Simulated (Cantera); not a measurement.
A perfectly stirred reactor is fed with 29.6 % H2, 14.8 % O2, 55.6 % N2, equivalence ratio 1.0, at 1050 Torr; it is adiabatic with a 750 K inlet, and is followed from long to short residence time, starting on the burning branch (τ in s: 0.39, 0.12, 0.036, 0.011, 0.0033, 0.00098, 0.0003, 9e-05, 2.7e-05, 8.2e-06).

Cantera simulation using GRI-Mech 3.0 (53 species, 325 reactions); the numbers are that mechanism's predictions, not measurements.

Task: Predict: blow-out, bracketed by the residence times tried; x(H2) at τ = 0.390 s; x(O2) at τ = 0.390 s; x(OH) at τ = 0.390 s; x(H) at τ = 0.390 s; x(HO2) at τ = 0.390 s; x(H2) at τ = 0.980 ms; x(O2) at τ = 0.980 ms; x(OH) at τ = 0.980 ms; x(H) at τ = 0.980 ms; x(HO2) at τ = 0.980 ms.

Result: 
```json
{
 "blow_out_bracketed_by_the_residence_times_tried": "burning at 8.20 µs, the shortest tried",
 "x(H2) at τ = 0.390 s": "0.0273",
 "x(O2) at τ = 0.390 s": "0.00820",
 "x(OH) at τ = 0.390 s": "0.0140",
 "x(H) at τ = 0.390 s": "0.00547",
 "x(HO2) at τ = 0.390 s": "3.07e-6",
 "x(H2) at τ = 0.980 ms": "0.0348",
 "x(O2) at τ = 0.980 ms": "0.0132",
 "x(OH) at τ = 0.980 ms": "0.0182",
 "x(H) at τ = 0.980 ms": "0.0108",
 "x(HO2) at τ = 0.980 ms": "4.71e-6"
}
```
